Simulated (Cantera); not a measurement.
Input: 1 mol SiC, a varied amount of O₂, 100 mol N₂, 0.49 mol N₂O, at 1777 °C and 100 Torr.

Equilibrium computed with Cantera from the NASA thermochemical tables; the gas is ideal and each condensed phase is pure. Candidate condensed phases: C, Si, SiC, SiO₂, Si₂N₂O, Si₃N₄; 34 gas species. The tables hold silica as quartz up to 1696 K and as liquid above; real silica turns to tridymite and cristobalite and melts near 1996 K. The numbers say what is thermodynamically allowed, not how fast it happens.

Task: Which condensed phases are stable at each of these points (n(O₂) (mol)): 0.079, 0.23, 0.39, 0.55, 0.7, 0.86, 1, 1.2, 1.3?

Result: 
| n(O₂) (mol) | condensed phases | Si condensed (%) |
|---|---|---|
| 0.079 | SiC(s) | 65.3 |
| 0.23 | SiC(s) | 50.1 |
| 0.39 | SiC(s) | 34.1 |
| 0.55 | SiC(s) | 18.0 |
| 0.7 | SiC(s) | 3.0 |
| 0.86 | SiO₂(l) | 18.0 |
| 1 | SiO₂(l) | 44.6 |
| 1.2 | SiO₂(l) | 78.5 |
| 1.3 | SiO₂(l) | 89.5 |

From 0.079 mol O₂ to 0.7 mol O₂ the condensed part is SiC(s). From 0.86 mol O₂ to 1.3 mol O₂ the condensed part is SiO₂(l).
